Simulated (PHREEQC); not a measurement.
A solution holds 0.014 mol Cu(NO3)2, 4.7e-05 mol H2SO4 and 0.019 mol NaCl per kg of water, at 25 °C. Closed to the air; pH follows from the charge balance.

Equilibrium calculation in PHREEQC: ion-association model, phreeqc.dat.

This is a speciation only: nothing precipitates in the calculation.

Question: Order these S species by the share of S that they hold, largest first: CuSO4, SO4-2, HSO4-, NaSO4-.

Answer: SO4-2 (63 %), CuSO4 (35 %), NaSO4- (2.6 %), HSO4- (0.27 %)

The pH is 4.09 and the ionic strength 0.0604 mol/kgw.
